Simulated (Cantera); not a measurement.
Adiabatic ignition

An adiabatic, constant-pressure homogeneous reactor starts with CO : H₂ : CH₄ : O₂ : N₂ = 1 : 0.042 : 0.2 : 1.37 : 5.17 (molar parts), equivalence ratio 0.67, at 1050 K and 290000 Pa.

Detailed kinetics in Cantera: GRI-Mech 3.0 (53 species, 325 reactions).

```tsv
t (s)	T (K)	x CO	x H₂	x CH₄	x HCN	x O₂	x CH₂O
1.00e-6	1050	0.129	0.00540	0.0257	<1e-12	0.176	<1e-12
2.77e-6	1050	0.129	0.00540	0.0257	<1e-12	0.176	<1e-12
7.65e-6	1050	0.129	0.00540	0.0257	<1e-12	0.176	6.02e-12
2.11e-5	1050	0.129	0.00540	0.0257	<1e-12	0.176	6.74e-11
5.85e-5	1050	0.129	0.00540	0.0257	<1e-12	0.176	6.21e-10
0.000162	1050	0.129	0.00540	0.0257	<1e-12	0.176	5.56e-9
0.000447	1050	0.129	0.00540	0.0257	<1e-12	0.176	6.05e-8
0.00124	1050	0.128	0.00539	0.0257	<1e-12	0.176	1.86e-6
0.00342	1071	0.128	0.00545	0.0242	<1e-12	0.174	0.000678
0.00946	2472	0.0114	0.000692	<1e-12	1.22e-11	0.0629	9.14e-12
0.0262	2463	0.0111	0.000680	<1e-12	1.68e-11	0.0602	8.78e-12
0.0723	2462	0.0111	0.000677	<1e-12	1.74e-11	0.0596	8.72e-12
0.200	2462	0.0111	0.000677	<1e-12	1.75e-11	0.0596	8.71e-12
```
x: mole fraction; the columns are a selection and need not sum to one.

```
Property                                                              Result
---------------------------------  -----------------------------------------
time of steepest temperature rise                                    4.47 ms
temperature at 0.200 s                                                2462 K
equilibrium temperature                                               2462 K
x(CO) at 0.200 s                       0.0111 (gas-phase equilibrium 0.0111)
x(H₂) at 0.200 s                   0.000677 (gas-phase equilibrium 0.000677)
x(CH₄) at 0.200 s                      <1e-12 (gas-phase equilibrium <1e-12)
```
